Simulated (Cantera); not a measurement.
Input (Python, Cantera) and output of one run.

```python
import numpy as np
import cantera as ct

gas_names = [...]  # 91 gases of nasa_gas.yaml made of C, Cl, H
cond_names = """
    C(gr) C6H6(L) C7H8(L) C8H18(L),n-octa
""".split()


# ... load() reads the species with a 1 bar reference pressure and builds the phases ...
atoms = {
    'CH3Cl': {'C': 1, 'H': 3, 'CL': 1},
    'HCl': {'H': 1, 'CL': 1},
}
top_T = {'C(gr)': 4500}  # K; cautious upper limits of use, not melting points


# ... equilibrate(T, P, feed) seeds the gas with the atoms and calls Mixture.equilibrate('TP', solver="vcs", rtol=1e-11, max_steps=5000) ...
results = []
feed = {'CH3Cl': 1, 'HCl': 0.018}  # mol
T = 2973  # K
P = 10000  # Pa
mix = equilibrate(T, P, feed)
results.append((T, P, feed, dict(zip(mix.species_names, mix.species_moles))))
print(gas.report(threshold=1e-05))
for i in range(1, mix.n_phases):
    print(f"{mix.phase(i).name:16s} {mix.phase_moles(i):12.5e} mol")
```

It prints:

```
       temperature   2973 K
          pressure   10000 Pa
           density   0.0064885 kg/m^3
  mean mol. weight   16.039 kg/kmol
   phase of matter   gas

                          1 kg             1 kmol
                     ---------------   ---------------
          enthalpy        8.5186e+06        1.3663e+08  J
   internal energy        6.9774e+06        1.1191e+08  J
           entropy             15214        2.4402e+05  J/K
    Gibbs function       -3.6714e+07       -5.8885e+08  J
 heat capacity c_p            1973.4             31651  J/K
 heat capacity c_v              1455             23337  J/K

                      mass frac. Y      mole frac. X     chem. pot. / RT
                     ---------------   ---------------   ---------------
                 C        0.00029288        0.00039109           -3.6773
                CH        2.6526e-05        3.2679e-05           -15.812
               CH2        1.7302e-05        1.9783e-05           -27.946
               CH3        9.8169e-06        1.0472e-05            -40.08
                C2         0.0003531        0.00023575           -7.3546
               C2H           0.00383         0.0024542           -19.489
             C2HCL         0.0012151        0.00032224           -42.443
    C2H2,acetylene          0.029527          0.018188           -31.623
   C2H2,vinylidene        8.7432e-05        5.3856e-05           -31.623
                C3         0.0052418         0.0023332           -11.032
              C4H2         0.0013611         0.0004361           -38.978
                C5        0.00014723         3.932e-05           -18.387
              C6H2        5.1207e-05        1.1086e-05           -46.333
                CL           0.31675           0.14331           -22.954
               CL2        0.00010887        2.4628e-05           -45.908
                 H          0.016236           0.25835           -12.134
               HCL            0.5849           0.25731           -35.088
                H2          0.039777           0.31646           -24.269
     [  +73 minor]        6.8115e-05        2.2988e-05

C(gr)             8.67943e-01 mol
```

Equilibrium computed with Cantera from the NASA thermochemical tables; the gas is ideal and each condensed phase is pure.
